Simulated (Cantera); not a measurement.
An isothermal, constant-pressure homogeneous reactor starts with 0.633 % CO, 2.08 % O2, 2.83 % H2O, 94.5 % N2, equivalence ratio 0.15, at 1425 K and 7500 Torr.

Cantera simulation using GRI-Mech 3.0 (53 species, 325 reactions); the numbers are that mechanism's predictions, not measurements.

Task: Predict: x(CO) at 4.00 s; x(O2) at 4.00 s; x(H2O) at 4.00 s; x(H2) at 4.00 s; x(NO) at 4.00 s.

Result: 
```
Property                                            Result
----------------  ----------------------------------------
x(CO) at 4.00 s    2.28e-8 (gas-phase equilibrium 2.28e-8)
x(O2) at 4.00 s      0.0177 (gas-phase equilibrium 0.0175)
x(H2O) at 4.00 s     0.0284 (gas-phase equilibrium 0.0284)
x(H2) at 4.00 s    4.48e-8 (gas-phase equilibrium 4.50e-8)
x(NO) at 4.00 s   1.05e-7 (gas-phase equilibrium 0.000265)
```
